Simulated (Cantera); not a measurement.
An adiabatic, constant-pressure homogeneous reactor starts with CO : H₂ : O₂ : N₂ = 1 : 0.13 : 1.45 : 14.5 (molar parts), equivalence ratio 0.39, at 1625 K and 4.93 atm. Integrator tolerance rtol = 1e-08.

Computed with Cantera and GRI-Mech 3.0 (53 species, 325 reactions). The hydrogen kinetics of GRI-Mech 3.0 are dated; newer H2 mechanisms differ, most at raised pressure.

| quantity | before | after |
|---|---|---|
| time of steepest temperature rise | 13.0 µs | 7.84 µs |
| temperature at 0.400 s | 2115 K | 2381 K |
| equilibrium temperature | 2112 K | 2381 K |
| x(CO) at 0.400 s | 0.000390 (gas-phase equilibrium 0.000384) | 0.00291 (gas-phase equilibrium 0.00291) |
| x(H₂) at 0.400 s | 9.91e-6 (gas-phase equilibrium 9.78e-6) | 6.15e-5 (gas-phase equilibrium 6.15e-5) |
| x(O₂) at 0.400 s | 0.0515 (gas-phase equilibrium 0.0509) | 0.0846 (gas-phase equilibrium 0.0846) |
| x(CO₂) at 0.400 s | 0.0601 (gas-phase equilibrium 0.0601) | 0.0987 (gas-phase equilibrium 0.0987) |
| x(HO₂) at 0.400 s | 6.32e-7 (gas-phase equilibrium 6.20e-7) | 2.73e-6 (gas-phase equilibrium 2.73e-6) |

Question: Name the change that produced these shifts.
(A) N2 14.5 to 7.8 parts
(B) pressure from 4.93 atm to 9.87 atm
(C) N2 14.5 to 33 parts
(D) constant volume in place of constant pressure

Answer: A, N2 14.5 to 7.8 parts
